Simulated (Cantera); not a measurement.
# Formation from one mole of O₂

Source: NASA polynomial tables (part measured, part estimated), evaluated in Cantera. Values are per mole of reaction as written; species without (g) are pure solids or liquids, kept so even where they would boil at 1 bar.

Nb + O₂(g) → NbO₂(g)

```tsv
T (K)	ΔH° (kJ)	ΔS° (J/K)	ΔG° (kJ)	log10 K
2773	-255.8	0.3	-256.6	4.83
2798	-256.2	0.1	-256.6	4.79
2823	-256.6	0.0	-256.6	4.75
2848	-256.9	-0.1	-256.6	4.71
2873	-257.3	-0.3	-256.6	4.66
2898	-257.7	-0.4	-256.6	4.62
2923	-258.1	-0.5	-256.5	4.58
2948	-258.5	-0.7	-256.5	4.55
2973	-258.9	-0.8	-256.5	4.51
```

2 Ti + O₂(g) → 2 TiO(g)

```csv
T (K),ΔH° (kJ),ΔS° (J/K),ΔG° (kJ),log10 K
2773,-12.7,120.0,-345.3,6.50
2798,-14.0,119.5,-348.3,6.50
2823,-15.3,119.0,-351.3,6.50
2848,-16.7,118.5,-354.3,6.50
2873,-18.0,118.1,-357.2,6.49
2898,-19.3,117.6,-360.2,6.49
2923,-20.7,117.2,-363.1,6.49
2948,-22.0,116.7,-366.0,6.49
2973,-23.3,116.3,-368.9,6.48
```

V + O₂(g) → VO₂(g)

```csv
T (K),ΔH° (kJ),ΔS° (J/K),ΔG° (kJ),log10 K
2773,-296.1,-7.5,-275.3,5.19
2798,-296.8,-7.7,-275.1,5.14
2823,-297.5,-8.0,-274.9,5.09
2848,-298.2,-8.2,-274.7,5.04
2873,-298.9,-8.5,-274.5,4.99
2898,-299.6,-8.7,-274.3,4.94
2923,-300.3,-9.0,-274.1,4.90
2948,-301.0,-9.2,-273.9,4.85
2973,-301.7,-9.4,-273.6,4.81
```
